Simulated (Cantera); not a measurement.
Mixture: CH₄ : H₂ : O₂ : N₂ = 1 : 0.098 : 1.21 : 4.53 (molar parts), equivalence ratio 1.7, at 10.0 bar, adiabatic and at constant pressure. Ignition delay is the time to a rise of 400 K.

Model: GRI-Mech 3.0 (53 species, 325 reactions), integrated in Cantera.

Q: Predict: delay at 1075 K; delay at 1275 K; delay at 1475 K; delay at 1675 K; delay at 1875 K; apparent activation energy between 1775 and 1975 K.

A: 
| Property | Result |
|---|---|
| delay at 1075 K | 5.88 ms |
| delay at 1275 K | 1.03 ms |
| delay at 1475 K | 0.187 ms |
| delay at 1675 K | 36.6 µs |
| delay at 1875 K | 9.23 µs |
| apparent activation energy between 1775 and 1975 K | 180 kJ/mol |
